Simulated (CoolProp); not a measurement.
The fluid at 298.15 K and 3.29 MPa flows at 0.078 m/s in a round tube of 12.7 mm bore and 0.25 µm roughness, fully developed (64/Re and Nu = 3.66 if laminar; Colebrook and Gnielinski if turbulent). The same conditions are run with several fluids, on thermodynamics alone (safety and materials aside).

Model: reference Helmholtz-energy equation of state of each fluid (R410A: Lemmon 2003; propylene: Lemmon 2013; ethanol: Schroeder 2014; benzene: Thol 2012), in CoolProp. Blends and air are pseudo-pure fits.

Question: Rank R410A, propylene, ethanol, benzene by Reynolds number, highest first.

Answer: R410A (8560), propylene (5150), benzene (1400), ethanol (707)

```json
[
 {"fluid": "R410A", "Darcy friction factor": "0.0322", "pressure drop (Pa/m)": "8.29", "heat-transfer coefficient (W/(m² K))": "310", "mass flow (kg/h)": "38.2"},
 {"fluid": "propylene", "Darcy friction factor": "0.0371", "pressure drop (Pa/m)": "4.56", "heat-transfer coefficient (W/(m² K))": "239", "mass flow (kg/h)": "18.3"},
 {"fluid": "ethanol", "Darcy friction factor": "0.0905", "pressure drop (Pa/m)": "17.1", "heat-transfer coefficient (W/(m² K))": "47.6", "mass flow (kg/h)": "28.0"},
 {"fluid": "benzene", "Darcy friction factor": "0.0457", "pressure drop (Pa/m)": "9.58", "heat-transfer coefficient (W/(m² K))": "41.0", "mass flow (kg/h)": "31.2"}
]
```

Transport values come from each fluid's own correlations; those of propylene are estimates that may be off by 10 % or more.
